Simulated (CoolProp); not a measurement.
Computed with CoolProp (reference Helmholtz-energy equation of state, Thol 2016).

Problem. Give the vapour pressure (kPa), vapour density (kg/m³), enthalpy of vaporisation (kJ/kg), liquid cp (kJ/(kg K)) of saturated hexamethyldisiloxane (MM) at 404.9, 439.2 K.

Solution. 
| T (K) | p (kPa) | vapour density (kg/m³) | enthalpy of vaporisation (kJ/kg) | liquid cp (kJ/(kg K)) |
|---|---|---|---|---|
| 404.9 | 231 | 12.6 | 175 | 2.22 |
| 439.2 | 490 | 27.0 | 152 | 2.35 |
